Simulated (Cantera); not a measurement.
A closed system holds: 1 mol HMDSO, 1.9 mol H2O, equilibrated at 5.50 mbar.

Equilibrium computed with Cantera from the NASA thermochemical tables; the gas is ideal and each condensed phase is pure. Candidate condensed phases: C, C6H6, C7H8, C8H18, H2O, Si, SiC, SiO2; 123 gas species. The feed counts by its element totals alone. Gases not in the tables: Si2H6 and higher silanes. The numbers say what is thermodynamically allowed, not how fast it happens.

x: gas mole fraction; n: condensed amount in mol.

| T (K) | x H2 | x CO | x H | x Si | x SiO | n C(graphite) | n SiC(s) |
|---|---|---|---|---|---|---|---|
| 1348 | 0.790 | 0.210 | 2.77e-5 | 1.29e-10 | 0.000202 | 1.11 | 2.00 |
| 1448 | 0.790 | 0.210 | 0.000110 | 3.14e-9 | 0.000328 | 1.11 | 2.00 |
| 1548 | 0.790 | 0.210 | 0.000369 | 5.05e-8 | 0.000499 | 1.11 | 1.99 |
| 1648 | 0.789 | 0.209 | … | … | … | 1.12 | 1.99 |
| 1748 | 0.787 | 0.209 | … | … | … | 1.13 | 1.99 |
| 1848 | 0.784 | 0.208 | 0.00633 | 3.40e-5 | 0.00132 | 1.13 | 1.98 |
| 1948 | 0.777 | 0.207 | 0.0134 | 0.000190 | 0.00170 | 1.14 | 1.97 |
| 2048 | 0.765 | 0.205 | 0.0264 | 0.000896 | 0.00213 | 1.15 | 1.96 |
| 2148 | 0.742 | 0.202 | 0.0484 | 0.00365 | 0.00258 | 1.19 | 1.90 |

Question: Some entries are withheld; supply them.

Answer: 
- 1748, x H: 0.00273
- 1748, x Si: 4.99e-6
- 1748, x SiO: 0.000994
- 1648, x H: 0.00107
- 1648, x Si: 5.78e-7
- 1648, x SiO: 0.000720
